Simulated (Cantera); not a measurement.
A closed system holds: 1 mol BCl₃, 20 mol H₂, at 64.0 mbar.

Cantera equilibrium calculation (NASA polynomials, part measured and part estimated; ideal gas, pure solids and liquids). Candidate condensed phases: B; 13 gas species. The tables' values for BCl, BCl₂, BH₂ are old estimates; treat these amounts as uncertain. Gases not in the tables: BHCl₂. Rates play no part.

x: gas mole fraction; n: condensed amount in mol.

```json
[
 {"T (K)": "1348", "x H₂": "0.872", "x HCl": "0.122", "x BCl₃": "0.00579", "x BCl": "1.50e-5", "x H": "8.54e-6", "n B(s)": "0.875"},
 {"T (K)": "1398", "x H₂": "0.869", "x HCl": "0.127", "x BCl₃": "0.00439", "x BCl": "3.24e-5", "x H": "1.74e-5", "n B(s)": "0.904"},
 {"T (K)": "1448", "x H₂": "0.867", "x HCl": "0.130", "x BCl₃": "0.00332", "x BCl": "6.59e-5", "x H": "3.39e-5", "n B(s)": "0.925"},
 {"T (K)": "1498", "x H₂": "0.865", "x HCl": "0.132", "x BCl₃": "0.00252", "x BCl": "0.000127", "x H": "6.32e-5", "n B(s)": "0.941"},
 {"T (K)": "1548", "x H₂": "0.864", "x HCl": "0.133", "x BCl₃": "?", "x BCl": "0.000234", "x H": "?", "n B(s)": "0.950"},
 {"T (K)": "1598", "x H₂": "0.863", "x HCl": "0.134", "x BCl₃": "0.00148", "x BCl": "0.000412", "x H": "0.000195", "n B(s)": "0.955"},
 {"T (K)": "1648", "x H₂": "0.863", "x HCl": "0.135", "x BCl₃": "0.00114", "x BCl": "0.000698", "x H": "0.000327", "n B(s)": "0.954"},
 {"T (K)": "1698", "x H₂": "0.862", "x HCl": "0.135", "x BCl₃": "0.000886", "x BCl": "0.00114", "x H": "0.000531", "n B(s)": "0.949"},
 {"T (K)": "1748", "x H₂": "0.861", "x HCl": "0.135", "x BCl₃": "0.000691", "x BCl": "0.00181", "x H": "0.000838", "n B(s)": "0.936"},
 {"T (K)": "1798", "x H₂": "0.861", "x HCl": "0.134", "x BCl₃": "?", "x BCl": "0.00278", "x H": "?", "n B(s)": "0.916"},
 {"T (K)": "1848", "x H₂": "0.860", "x HCl": "0.132", "x BCl₃": "0.000423", "x BCl": "0.00415", "x H": "0.00194", "n B(s)": "0.886"}
]
```

Q: What belongs in the gaps?

A: 
- 1548, x BCl₃: 0.00192
- 1548, x H: 0.000113
- 1798, x BCl₃: 0.000541
- 1798, x H: 0.00129
